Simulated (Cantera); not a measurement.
A perfectly stirred reactor is fed with 13.2 % CH4, 5.14 % CO, 16.1 % O2, 60.5 % N2, 5.14 % H2O, at 4.93 atm; it is adiabatic with a 800 K inlet, and is followed from long to short residence time, starting on the burning branch (τ in s: 0.082, 0.042, 0.021, 0.011, 0.0054, 0.0028, 0.0014, 0.00071, 0.00036, 0.00018, 9.3e-05, 4.7e-05, 2.4e-05).

Detailed kinetics in Cantera: GRI-Mech 3.0 (53 species, 325 reactions).

Predict: blow-out, bracketed by the residence times tried; x(CH4) at τ = 82.0 ms; x(CO) at τ = 82.0 ms; x(O2) at τ = 82.0 ms; x(C2H4) at τ = 82.0 ms; x(CO2) at τ = 82.0 ms; x(CH4) at τ = 1.40 ms; x(CO) at τ = 1.40 ms; x(O2) at τ = 1.40 ms; x(C2H4) at τ = 1.40 ms; x(CO2) at τ = 1.40 ms.


- blow-out, bracketed by the residence times tried = burning at 0.180 ms, out at 93.0 µs
- x(CH4) at τ = 82.0 ms = 0.000924
- x(CO) at τ = 82.0 ms = 0.122
- x(O2) at τ = 82.0 ms = 5.76e-5
- x(C2H4) at τ = 82.0 ms = 1.51e-6
- x(CO2) at τ = 82.0 ms = 0.0426
- x(CH4) at τ = 1.40 ms = 0.00684
- x(CO) at τ = 1.40 ms = 0.107
- x(O2) at τ = 1.40 ms = 0.00225
- x(C2H4) at τ = 1.40 ms = 0.000129
- x(CO2) at τ = 1.40 ms = 0.0454
